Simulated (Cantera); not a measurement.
An isothermal, constant-pressure homogeneous reactor starts with CH₄ : N₂ = 1 : 76 (molar parts), at 1850 K and 2200 Pa. Integrator tolerance rtol = 1e-08.

Cantera simulation using GRI-Mech 3.0 (53 species, 325 reactions); the numbers are that mechanism's predictions, not measurements. GRI-Mech 3.0 stops at C3 and has no aromatics, soot or wall deposition, so with more carbon than oxygen in the feed, carbon stays in small species such as C2H2 where larger ones or solid carbon would form. Radical loss at walls, strong at low pressure, is not modelled.

Question: What does this change do: temperature 1850 to 1873 K?

Answer: 
| quantity | before | after |
|---|---|---|
| x(CH₄) at 2.00 s | 8.20e-6 (gas-phase equilibrium 4.47e-8) | 3.46e-6 (gas-phase equilibrium 3.75e-8) |
| x(C₂H₆) at 2.00 s | 1.35e-11 (gas-phase equilibrium <1e-12) | 2.45e-12 (gas-phase equilibrium <1e-12) |
| x(C₂H₂) at 2.00 s | 0.00636 (gas-phase equilibrium 0.000374) | 0.00635 (gas-phase equilibrium 0.000365) |
| x(CH₂) at 2.00 s | 5.67e-8 (gas-phase equilibrium 7.40e-10) | 3.32e-8 (gas-phase equilibrium 9.07e-10) |
| x(C₂H) at 2.00 s | 1.18e-6 (gas-phase equilibrium 1.07e-7) | 1.51e-6 (gas-phase equilibrium 1.37e-7) |
| x(HCN) at 2.00 s | 9.16e-5 (gas-phase equilibrium 0.0121) | 0.000107 (gas-phase equilibrium 0.0121) |

Question: What does this change do: pressure from 2200 Pa to 640 Pa?

Answer: 
```json
[
 {"quantity": "x(CH₄) at 2.00 s", "before": "8.20e-6 (gas-phase equilibrium 4.47e-8)", "after": "0.000103 (gas-phase equilibrium 1.28e-8)"},
 {"quantity": "x(C₂H₆) at 2.00 s", "before": "1.35e-11 (gas-phase equilibrium <1e-12)", "after": "4.94e-10 (gas-phase equilibrium <1e-12)"},
 {"quantity": "x(C₂H₂) at 2.00 s", "before": "0.00636 (gas-phase equilibrium 0.000374)", "after": "0.00631 (gas-phase equilibrium 0.000374)"},
 {"quantity": "x(CH₂) at 2.00 s", "before": "5.67e-8 (gas-phase equilibrium 7.40e-10)", "after": "4.51e-7 (gas-phase equilibrium 7.36e-10)"},
 {"quantity": "x(C₂H) at 2.00 s", "before": "1.18e-6 (gas-phase equilibrium 1.07e-7)", "after": "9.49e-7 (gas-phase equilibrium 1.99e-7)"},
 {"quantity": "x(HCN) at 2.00 s", "before": "9.16e-5 (gas-phase equilibrium 0.0121)", "after": "5.82e-5 (gas-phase equilibrium 0.0121)"}
]
```
